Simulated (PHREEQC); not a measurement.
A solution holds 0.011 mol/kgw AlCl3, 9.7e-05 mol/kgw Na2SiF6 and 9.9e-05 mol/kgw BaCl2, at 25 °C. Closed to the air; pH follows from the charge balance.

Model: ion-association model, wateq4f.dat, run in PHREEQC.

| quantity | before | after |
|---|---|---|
| pH | 3.37 | 3.23 |
| F- (mol/kgw) | 1.44e-8 | 4.02e-9 |
| HF (mol/kgw) | 7.23e-9 | 2.19e-9 |
| H3SiO4- (mol/kgw) | 4.24e-11 | 3.85e-11 |
| SI of Quartz (SiO2) | -0.03 | +0.00 |

Task: What was changed between the two runs?
A. AlCl3 from 0.011 to 0.055 mol/kgw
B. BaCl2 from 9.9e-05 to 9.9e-06 mol/kgw
C. temperature from 25 to 90 °C
D. diluted 5-fold with water
E. AlCl3 from 0.011 to 0.0121 mol/kgw

Result: A, AlCl3 from 0.011 to 0.055 mol/kgw

This is a speciation only: nothing precipitates in the calculation. SiF6-2 is the database's only silicon fluoride. Fluoro complexes past AlF4- and FeF3 are missing from the database.
